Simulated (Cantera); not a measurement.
What does this Cantera script print?

```python
import numpy as np
import cantera as ct

gas_names = [...]  # 118 gases of nasa_gas.yaml made of C, Cl, F, H
cond_names = """
    C(gr) C6H6(L) C7H8(L) C8H18(L),n-octa
""".split()


# ... load() reads the species with a 1 bar reference pressure and builds the phases ...
atoms = {
    'CH3F': {'C': 1, 'H': 3, 'F': 1},
    'HCl': {'H': 1, 'CL': 1},
    'H2': {'H': 2},
}
top_T = {'C(gr)': 4500}  # K; cautious upper limits of use, not melting points


# ... equilibrate(T, P, feed) seeds the gas with the atoms and calls Mixture.equilibrate('TP', solver="gibbs", rtol=1e-10, max_steps=50000) ...
results = []
feed = {'CH3F': 1, 'HCl': 0.068, 'H2': 5.9}  # mol
for P in [1, 3.6, 13, 46, 170, 600, 2200, 7700, 28000, 100000]:
    for T in [1773, 1873, 1973, 2073, 2173, 2273, 2373, 2473, 2573, 2673, 2773, 2873, 2973]:
        mix = equilibrate(T, P, feed)
        results.append((T, P, feed, dict(zip(mix.species_names, mix.species_moles))))

for T, P, feed, n in results:
    print(f"{T:7g} {P:10.4g}  " + (" + ".join(c for c in cond_names if n.get(c, 0) > 1e-12) or "gas only"))
```

It prints:

```
   1773          1  C(gr)
   1873          1  C(gr)
   1973          1  C(gr)
   2073          1  C(gr)
   2173          1  C(gr)
   2273          1  C(gr)
   2373          1  C(gr)
   2473          1  gas only
   2573          1  gas only
   2673          1  gas only
   2773          1  gas only
   2873          1  gas only
   2973          1  gas only
   1773        3.6  C(gr)
   1873        3.6  C(gr)
   1973        3.6  C(gr)
   2073        3.6  C(gr)
   2173        3.6  C(gr)
   2273        3.6  C(gr)
   2373        3.6  C(gr)
   2473        3.6  C(gr)
   2573        3.6  gas only
   2673        3.6  gas only
   2773        3.6  gas only
   2873        3.6  gas only
   2973        3.6  gas only
   1773         13  C(gr)
   1873         13  C(gr)
   1973         13  C(gr)
   2073         13  C(gr)
   2173         13  C(gr)
   2273         13  C(gr)
   2373         13  C(gr)
   2473         13  C(gr)
   2573         13  C(gr)
   2673         13  gas only
   2773         13  gas only
   2873         13  gas only
   2973         13  gas only
   1773         46  C(gr)
   1873         46  C(gr)
   1973         46  C(gr)
   2073         46  C(gr)
   2173         46  C(gr)
   2273         46  C(gr)
   2373         46  C(gr)
   2473         46  C(gr)
   2573         46  C(gr)
   2673         46  C(gr)
   2773         46  gas only
   2873         46  gas only
   2973         46  gas only
   1773        170  C(gr)
   1873        170  C(gr)
   1973        170  C(gr)
   2073        170  C(gr)
   2173        170  C(gr)
   2273        170  C(gr)
   2373        170  C(gr)
   2473        170  C(gr)
   2573        170  C(gr)
   2673        170  C(gr)
   2773        170  C(gr)
   2873        170  gas only
   2973        170  gas only
   1773        600  C(gr)
   1873        600  C(gr)
   1973        600  C(gr)
   2073        600  C(gr)
   2173        600  C(gr)
   2273        600  C(gr)
   2373        600  C(gr)
   2473        600  C(gr)
   2573        600  C(gr)
   2673        600  C(gr)
   2773        600  C(gr)
   2873        600  C(gr)
   2973        600  gas only
   1773       2200  C(gr)
   1873       2200  C(gr)
   1973       2200  C(gr)
   2073       2200  C(gr)
   2173       2200  C(gr)
   2273       2200  C(gr)
   2373       2200  C(gr)
   2473       2200  C(gr)
   2573       2200  C(gr)
   2673       2200  C(gr)
   2773       2200  C(gr)
   2873       2200  C(gr)
   2973       2200  C(gr)
   1773       7700  C(gr)
   1873       7700  C(gr)
   1973       7700  C(gr)
   2073       7700  C(gr)
   2173       7700  C(gr)
   2273       7700  C(gr)
   2373       7700  C(gr)
   2473       7700  C(gr)
   2573       7700  C(gr)
   2673       7700  C(gr)
   2773       7700  C(gr)
   2873       7700  C(gr)
   2973       7700  C(gr)
   1773    2.8e+04  C(gr)
   1873    2.8e+04  C(gr)
   1973    2.8e+04  C(gr)
   2073    2.8e+04  C(gr)
   2173    2.8e+04  C(gr)
   2273    2.8e+04  C(gr)
   2373    2.8e+04  C(gr)
   2473    2.8e+04  C(gr)
   2573    2.8e+04  C(gr)
   2673    2.8e+04  C(gr)
   2773    2.8e+04  C(gr)
   2873    2.8e+04  C(gr)
   2973    2.8e+04  C(gr)
   1773      1e+05  C(gr)
   1873      1e+05  C(gr)
   1973      1e+05  C(gr)
   2073      1e+05  C(gr)
   2173      1e+05  C(gr)
   2273      1e+05  C(gr)
   2373      1e+05  C(gr)
   2473      1e+05  C(gr)
   2573      1e+05  C(gr)
   2673      1e+05  C(gr)
   2773      1e+05  C(gr)
   2873      1e+05  C(gr)
   2973      1e+05  C(gr)
```

Equilibrium computed with Cantera from the NASA thermochemical tables; the gas is ideal and each condensed phase is pure.
